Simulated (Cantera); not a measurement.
Cantera run, input and output.

```python
import numpy as np
import cantera as ct

gas = ct.Solution("gri30.yaml")
gas.TPX = 1475, 270000, {'CH3OH': 1, 'O2': 3.06, 'N2': 11.5}
reactor = ct.IdealGasConstPressureReactor(gas, energy="on", clone=False)
net = ct.ReactorNet([reactor])
net.rtol, net.atol = 1e-08, 1e-16
show = ['CH3OH', 'O2', 'H2O', 'C2H2', 'HCO']
times = np.geomspace(8e-06, 1, 12)

steps = ct.SolutionArray(gas, extra=["t"])
rows = []
print(f"{'t/s':>10s}{'T/K':>9s}{'P/Pa':>11s}" + "".join(f"{s:>11s}" for s in show))
for t in times:
    while net.time < t:
        t_next = net.step()
        steps.append(gas.state, t=t_next)
    rows.append([np.interp(t, steps.t, y) for y in (steps.T, steps.P, *steps(*show).X.T)])
    print(f"{t:10.3e}{rows[-1][0]:9.1f}{rows[-1][1]:11.4g}" + "".join(f"{x:11.3e}" for x in rows[-1][2:]))
rate = np.gradient(steps.T, steps.t)
print("integrator steps:", len(steps.t))
if steps.T.max() > steps.T[0] + 200:
    print(f"time of steepest temperature rise: {steps.t[rate.argmax()]:.4e} s")
gas.TPX = 1475, 270000, {'CH3OH': 1, 'O2': 3.06, 'N2': 11.5}
gas.equilibrate("HP")
print(f"equilibrium (HP): T = {gas.T:.1f} K  " + "  ".join(f"{s} {gas[s].X[0]:.3e}" for s in show))
```

It prints:

```
       t/s      T/K       P/Pa      CH3OH         O2        H2O       C2H2        HCO
 8.000e-06   1475.0    2.7e+05  6.419e-02  1.966e-01  3.258e-05  1.663e-12  7.575e-10
 2.325e-05   1475.1    2.7e+05  6.399e-02  1.965e-01  1.250e-04  5.872e-12  4.995e-09
 6.758e-05   1478.0    2.7e+05  6.205e-02  1.953e-01  1.281e-03  3.363e-11  1.433e-07
 1.964e-04   2368.8    2.7e+05  3.648e-18  9.603e-02  1.134e-01  3.413e-22  4.290e-09
 5.708e-04   2456.1    2.7e+05  5.326e-19  9.539e-02  1.181e-01  4.905e-23  5.861e-10
 1.659e-03   2454.4    2.7e+05  5.251e-19  9.490e-02  1.181e-01  4.756e-23  5.778e-10
 4.822e-03   2450.1    2.7e+05  5.065e-19  9.365e-02  1.182e-01  4.390e-23  5.573e-10
 1.401e-02   2442.1    2.7e+05  4.734e-19  9.133e-02  1.184e-01  3.762e-23  5.208e-10
 4.073e-02   2436.2    2.7e+05  4.501e-19  8.962e-02  1.186e-01  3.341e-23  4.952e-10
 1.184e-01   2435.6    2.7e+05  4.479e-19  8.945e-02  1.186e-01  3.302e-23  4.927e-10
 3.441e-01   2435.6    2.7e+05  4.479e-19  8.945e-02  1.186e-01  3.301e-23  4.927e-10
 1.000e+00   2435.6    2.7e+05  4.479e-19  8.945e-02  1.186e-01  3.301e-23  4.927e-10
integrator steps: 1772
time of steepest temperature rise: 1.5124e-04 s
equilibrium (HP): T = 2435.6 K  CH3OH 4.637e-19  O2 8.945e-02  H2O 1.186e-01  C2H2 3.827e-23  HCO 4.927e-10
```

Computed with Cantera and GRI-Mech 3.0 (53 species, 325 reactions). GRI-Mech 3.0 was tuned for natural gas; its chemistry of methanol as a main component is partial and can be far from experiment.
